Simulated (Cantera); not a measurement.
Input: 1 mol MgO, 9.5 mol NF₃, 0.15 mol O₂, held at 1.05 Torr.

Method: chemical equilibrium by Gibbs-energy minimisation in Cantera with the NASA 1993 tables (ideal gas, pure condensed phases). Candidate condensed phases: Mg, MgF₂, MgO; 24 gas species. The numbers say what is thermodynamically allowed, not how fast it happens.

**Question.** Which condensed phases are stable at each of these points (T (K)): 1398, 1423, 1448, 1473, 1498, 1523, 1548, 1573, 1598?

**Answer.** 
```tsv
T (K)	condensed phases	Mg condensed (%)
1398	MgF₂(s)	85.7
1423	MgF₂(s)	74.7
1448	MgF₂(s)	56.2
1473	MgF₂(s)	25.3
1498	gas only	0.0
1523	gas only	0.0
1548	gas only	0.0
1573	gas only	0.0
1598	gas only	0.0
```

From 1398 K to 1473 K the condensed part is MgF₂(s). From 1498 K to 1598 K nothing is condensed.
